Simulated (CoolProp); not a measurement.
Propylene along the isobar 31.3 bar: fugacity coefficient from the reference equation and from simpler models built on Tc = 91.1 °C, pc = 45.55 bar, ω = 0.146; each cubic takes its own stable root.

Computed with CoolProp (reference Helmholtz-energy equation of state, Lemmon 2013).

```
T (°C)   phase  reference
------  ------  ---------
28.35   liquid     0.3541
40.45   liquid     0.4476
52.45   liquid     0.5503
64.45   liquid     0.6605
76.45      gas     0.7365
88.55      gas     0.7655
100.55     gas     0.7895
112.55     gas     0.8101
124.55     gas     0.8281
136.65     gas     0.8441
148.65     gas     0.8581
160.65     gas     0.8706
172.75     gas     0.8819
184.75     gas     0.8920
196.75     gas     0.9011
208.75     gas     0.9094
```

**Question.** How far does each simpler model (Soave-Redlich-Kwong, Peng-Robinson) lie from the reference over these 16 states: mean and median of the absolute difference, and the worst?

**Answer.** 
- Soave-Redlich-Kwong: mean 0.8 %, median 0.5 %, worst +2.2 % at 28.35 °C and 31.3 bar
- Peng-Robinson: mean 1.6 %, median 1.6 %, worst -2.2 % at 88.55 °C and 31.3 bar
